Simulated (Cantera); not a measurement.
## N2O furnace oxynitridation

An isothermal, constant-pressure homogeneous reactor starts with N2O : N2 = 1 : 0.43 (molar parts), at 1325 K and 2670 Pa.

Computed with Cantera and GRI-Mech 3.0 (53 species, 325 reactions). GRI-Mech 3.0 was tuned for natural gas; its chemistry of N2O as a main component is partial and can be far from experiment. Radical loss at walls, strong at low pressure, is not modelled. The mechanism lacks the step 2 NO + O2 → 2 NO2, which can matter for NO2 below about 1400 K. The temperature is held fixed by assumption; the heat of reaction is taken as removed at once.

```
t (s)     x N2O      x NO     x NO2   x N2      x O      x O2
--------  -----  --------  --------  -----  -------  --------
2.00e-5   0.699   1.42e-8    <1e-12  0.301  9.35e-7   3.72e-8
4.69e-5   0.699   7.48e-8    <1e-12  0.301  2.06e-6   1.96e-7
0.000110  0.699   3.74e-7    <1e-12  0.301  4.21e-6   9.79e-7
0.000257  0.699   1.68e-6    <1e-12  0.301  7.34e-6   4.41e-6
0.000602  0.699   6.29e-6  3.25e-12  0.301  9.89e-6   1.65e-5
0.00141   0.699   1.88e-5  2.90e-11  0.301  1.05e-5   4.92e-5
0.00331   0.699   4.85e-5  1.92e-10  0.301  1.05e-5  0.000127
0.00775   0.698  0.000118   1.12e-9  0.301  1.05e-5  0.000309
0.0181    0.697  0.000281   6.12e-9  0.302  1.05e-5  0.000735
0.0425    0.694  0.000661   3.13e-8  0.304  1.05e-5   0.00173
0.0996    0.686   0.00154   1.43e-7  0.308  1.05e-5   0.00404
0.233     0.669   0.00356   5.47e-7  0.318  1.05e-5   0.00932
0.547     0.632   0.00804   1.65e-6  0.339  1.05e-5    0.0211
1.28      0.553    0.0174   4.21e-6  0.384  1.05e-5    0.0455
3.00      0.411    0.0342   9.49e-6  0.465  1.05e-5    0.0898
```
x: mole fraction; the columns are a selection and need not sum to one.

Equilibrium at this temperature and pressure: N2O 5.21e-9, NO 0.000502, NO2 8.91e-7, N2 0.741, O 8.64e-7, O2 0.259 (gas phase only).
